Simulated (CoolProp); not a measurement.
R1234yf at several states: density (kg/m³) from the reference equation and from simpler models built on Tc = 367.8 K, pc = 3.384 MPa, ω = 0.276; each cubic takes its own stable root.

Model: reference Helmholtz-energy equation of state, Lemmon 2022, in CoolProp.

```
T (K)  p (MPa)   phase  reference
-----  -------  ------  ---------
356.7     2.93  liquid      793.7
347.6     8.58  liquid      974.6
335.1     12.9  liquid       1054
212.5    0.164  liquid       1347
145.2     4.18  liquid       1521
240.1     6.17  liquid       1290
```

Problem. How far does each simpler model (van der Waals, Peng-Robinson) lie from the reference over these 6 states: mean and median of the absolute difference, and the worst?

Solution. 
- van der Waals: mean 53.4 %, median 40.6 %, worst -99.2 % at 212.5 K and 0.164 MPa
- Peng-Robinson: mean 3.2 %, median 1.5 %, worst -12.1 % at 356.7 K and 2.93 MPa

At some of these states van der Waals gives the other phase, because its saturation line lies elsewhere.
